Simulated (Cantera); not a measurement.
# CuO + CO + N2 (carbothermic reduction)

Charge: 1 mol CuO, a varied amount of CO, 9.5 mol N2, equilibrated at 875 K and 75.0 Torr.

Cantera equilibrium calculation (NASA polynomials, part measured and part estimated; ideal gas, pure solids and liquids). Candidate condensed phases: C, Cu, CuO, Cu2O; 27 gas species. The numbers say what is thermodynamically allowed, not how fast it happens.

From 0.64 mol CO to 0.82 mol CO the condensed part is Cu(s) + Cu2O(s). From 1 mol CO to 3.5 mol CO the condensed part is Cu(s).

```csv
n(CO) (mol),log p N2,log p CO,log p CO2,n Cu(s),n Cu2O(s)
0.64,-1.03,-8.28,-2.20,0.280,0.360
0.82,-1.04,-8.18,-2.10,0.640,0.180
1,-1.04,-8.10,-2.02,1.000,0
1.3,-1.06,-2.56,-2.03,1.00,0
1.7,-1.07,-2.20,-2.05,1.00,0
2.2,-1.09,-1.99,-2.07,1.00,0
2.8,-1.11,-1.83,-2.09,1.00,0
3.5,-1.14,-1.72,-2.11,1.00,0
```
log p: log10 of the partial pressure in bar; n: condensed amount in mol.
